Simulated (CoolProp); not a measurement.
A Linde-Hampson liquefier for normal hydrogen: isothermal reversible compression at 300 K from 1 atm to 30 MPa, throttling to 1 atm, return gas leaving the recuperator 10 K below the feed. Each further row changes one setting.

Values from CoolProp's reference Helmholtz-energy equation of state, Leachman 2009.

```json
[
 {"case": "as stated", "compression work (kJ/kg of gas)": "7270"},
 {"case": "high pressure 60 MPa", "compression work (kJ/kg of gas)": "8360"},
 {"case": "warm-end temperature 330 K", "compression work (kJ/kg of gas)": "7970"},
 {"case": "warm-end gap 15 K", "compression work (kJ/kg of gas)": "7270"}
]
```
